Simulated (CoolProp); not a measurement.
Properties of octamethyltrisiloxane (MDM) along the isobar 6560 kPa.

Computed with CoolProp (reference Helmholtz-energy equation of state, Thol 2017).

```csv
T (°C),phase,cv (kJ/(kg K)),speed of sound (m/s),isothermal compressibility (1/MPa),fugacity coefficient
113.25,liquid,1.690,704.6,0.003197,0.009048
127.85,liquid,1.727,665.7,0.003637,0.01407
142.35,liquid,1.764,628.4,0.004150,0.02090
156.85,liquid,1.800,592.3,0.004753,0.02988
171.35,liquid,1.835,557.4,0.005466,0.04132
185.85,liquid,1.870,523.8,0.006313,0.05546
200.35,liquid,1.904,491.4,0.007324,0.07245
214.85,liquid,1.937,460.3,0.008535,0.09239
229.35,liquid,1.969,430.6,0.009993,0.1153
243.85,liquid,2.001,402.2,0.01175,0.1411
258.35,liquid,2.032,375.2,0.01388,0.1696
272.85,liquid,2.062,349.7,0.01647,0.2005
287.35,liquid,2.092,325.7,0.01960,0.2337
301.85,supercritical,2.120,303.3,0.02338,0.2686
```
